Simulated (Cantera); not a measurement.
## Thermodynamics of hydrogen reduction and annealing atmospheres, feed V2O3 + H2 + N2

A closed system holds: 1 mol V2O3, 12 mol H2, 8 mol N2, at 370000 Pa.

Cantera equilibrium calculation (NASA polynomials, part measured and part estimated; ideal gas, pure solids and liquids). Candidate condensed phases: H2O, V, VN, VO, V2O3, V2O4, V2O5; 28 gas species. Mutual solubility and eutectic melting of coexisting phases are not modelled. VN, VO: taken at fixed stoichiometry. Condensed phases not in the tables: the oxides between V2O3 and V2O5 other than VO2, solid solutions among these carbides, nitrides and lower oxides, V2N. Rates play no part.

| T (K) | log p H2 | log p N2 | log p H2O | log p H | log p NH3 | log p VO2 | n VN(s) | n V2O3(s) | n VO(s) | n VO(l) |
|---|---|---|---|---|---|---|---|---|---|---|
| 1323 | 0.34 | 0.17 | -1.60 | -5.63 | -3.35 | -11.39 | 0.0911 | 0.954 | 0 | 0 |
| 1398 | 0.34 | 0.17 | -1.58 | -5.15 | -3.47 | -10.37 | 0.0945 | 0.953 | 0 | 0 |
| 1473 | 0.34 | 0.17 | -1.57 | -4.73 | -3.57 | -9.45 | 0.0973 | 0.951 | 0 | 0 |
| 1548 | 0.34 | 0.17 | -1.56 | -4.34 | -3.67 | -8.63 | 0.0996 | 0.950 | 0 | 0 |
| 1623 | 0.34 | 0.17 | -1.55 | -3.99 | -3.76 | -7.89 | 0.102 | 0.949 | 0 | 0 |
| 1698 | 0.34 | 0.17 | -1.54 | -3.67 | -3.84 | -7.22 | 0.103 | 0.948 | 0 | 0 |
| 1773 | 0.34 | 0.17 | -1.54 | -3.38 | -3.91 | -6.60 | 0.105 | 0.948 | 0 | 0 |
| 1848 | 0.34 | 0.17 | -1.42 | -3.11 | -3.98 | -5.99 | 0 | 0.793 | 0.413 | 0 |
| 1923 | 0.34 | 0.17 | -1.31 | -2.86 | -4.05 | -5.42 | 0 | 0.733 | 0.535 | 0 |
| 1998 | 0.33 | 0.17 | -1.20 | -2.63 | -4.11 | -4.89 | 0 | 0.661 | 0.678 | 0 |
| 2073 | 0.33 | 0.17 | -1.10 | -2.42 | -4.17 | -4.40 | 0 | 0.566 | 0 | 0.869 |
log p: log10 of the partial pressure in bar; n: condensed amount in mol.

From 1323 K to 1773 K the condensed part is VN(s) + V2O3(s). From 1848 K to 1998 K the condensed part is VO(s) + V2O3(s). At 2073 K the condensed part is VO(l) + V2O3(s).
